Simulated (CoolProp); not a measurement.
Properties of n-perfluoropentane along the isotherm 500 K.

Computed with CoolProp (reference Helmholtz-energy equation of state, Gao 2022).

```csv
p (kPa),phase,cv (kJ/(kg K)),Joule-Thomson coefficient (K/MPa),expansivity (1/kK),fugacity coefficient
3.26,gas,1.018,4.716,2.002,0.9997
5.5,gas,1.018,4.717,2.004,0.9995
9.29,gas,1.018,4.719,2.006,0.9992
15.7,gas,1.018,4.722,2.011,0.9986
26.5,gas,1.018,4.728,2.018,0.9977
44.6,gas,1.018,4.738,2.031,0.9961
75.4,gas,1.018,4.754,2.052,0.9935
127,gas,1.019,4.782,2.089,0.9891
215,gas,1.019,[?],2.154,0.9815
362,gas,1.020,4.913,2.269,0.9690
611,gas,1.022,5.057,[?],[?]
1030,gas,1.025,[?],2.897,0.9133
```

Complete the blanks.


- 215, Joule-Thomson coefficient (K/MPa): 4.831
- 611, expansivity (1/kK): 2.480
- 611, fugacity coefficient: 0.9480
- 1030, Joule-Thomson coefficient (K/MPa): 5.306
